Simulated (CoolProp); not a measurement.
A simple Rankine cycle with water: condensing at 292.15 K, boiler at 5.63 MPa, turbine inlet 694.6 K, turbine efficiency 0.9, pump efficiency 0.6, no recuperator. Each further row changes one setting.

The numbers come from the reference Helmholtz-energy equation of state, Wagner 2002 in CoolProp.

```csv
case,thermal efficiency (%),net work (kJ/kg),heat in (kJ/kg),turbine exit temperature (K),volume ratio over the turbine
as stated,36.7,1160,3150,292.1,937
turbine inlet 714.6 K,37.0,1180,3200,292.1,914
condensing temperature 284.15 K,37.8,1200,3180,284.1,1510
boiler pressure 3.94 MPa,35.6,1130,3180,292.1,658
turbine efficiency 0.8,32.6,1030,3150,292.1,998
```

The expansion ends wet for: as stated; turbine inlet 714.6 K; condensing temperature 284.15 K; boiler pressure 3.94 MPa; turbine efficiency 0.8.
